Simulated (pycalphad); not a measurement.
CALPHAD calculation (pycalphad, COST 507 light-alloy database (1999)), 1 atm. The database dates from 1999; later assessments differ in places, in temperatures and in the compounds included.

### Question
Which phases does Cu-39 at.% Zn hold at 570 K, with what compositions and amounts?

### Answer
fcc with 36.9 at.% Zn and ordered bcc (B2) with 44.7 at.% Zn. The lever rule gives (39 − 36.9)/(44.7 − 36.9) = 0.27 of ordered bcc (B2) and 0.73 of fcc.

### Question
Which phases does Cu-81 at.% Zn hold at 882 K, with what compositions and amounts?

### Answer
bcc with 76.9 at.% Zn and liquid with 87.6 at.% Zn. The lever rule gives (81 − 76.9)/(87.6 − 76.9) = 0.38 of liquid and 0.62 of bcc.

### Question
Which phases does Cu-57 at.% Zn hold at 423 K, with what compositions and amounts?

### Answer
ordered bcc (B2) with 50.9 at.% Zn and CUZN_GAMMA with 60.6 at.% Zn. The lever rule gives (57 − 50.9)/(60.6 − 50.9) = 0.63 of CUZN_GAMMA and 0.37 of ordered bcc (B2).

### Question
Which phases does Cu-53 at.% Zn hold at 442 K, with what compositions and amounts?

### Answer
ordered bcc (B2) with 50.8 at.% Zn and CUZN_GAMMA with 60.3 at.% Zn. The lever rule gives (53 − 50.8)/(60.3 − 50.8) = 0.23 of CUZN_GAMMA and 0.77 of ordered bcc (B2).

Database names, with the compositions (at.%) that they take in these runs: CUZN_GAMMA: Zn 56-69 Cu 31-44.
